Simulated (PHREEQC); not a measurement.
Sulfide liquor: speciation

Make-up at 29 °C: 9.7 mmol/kgw H2S, 18 mmol/kgw NaHCO3 and 1.8 mmol/kgw FeCl2. Closed to the air; pH follows from the charge balance.

Computed with PHREEQC (ion-association model, phreeqc.dat).

No solid was allowed to form.

**Question.** Predict the pH.

**Answer.** pH 6.57.

**Question.** In which forms is C present?

**Answer.** HCO3- 66 %, CO2 33 %, NaHCO3 0.5 % of the C.

The solution is supersaturated, for example in Mackinawite, FeS(ppt), so a real one may precipitate; this is no full list. Complexes and solids missing from the database can't appear.
